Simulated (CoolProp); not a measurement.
A single-stage vapour-compression cycle with ammonia: evaporating at 215.15 K (dew point), condensing at 260.15 K (bubble point), superheat 8 K, subcooling 8 K, compressor efficiency 0.85, no pressure losses. Each further row changes one setting.

Values from CoolProp's reference Helmholtz-energy equation of state, Gao 2020.

```csv
case,cooling COP,pressure ratio,discharge temperature (K),refrigerating effect (kJ/kg),volumetric capacity (kJ/m³)
as stated,3.26,10.3,409.8,1290,298
evaporating temperature 220.15 K,3.87,7.55,387.6,1300,402
condensing temperature 255.15 K,3.75,8.34,389.5,1310,303
subcooling 13 K,3.32,10.3,409.8,1310,303
superheat 18 K,3.18,10.3,426.2,1310,289
compressor efficiency 0.75,2.88,10.3,432.3,1290,298
```
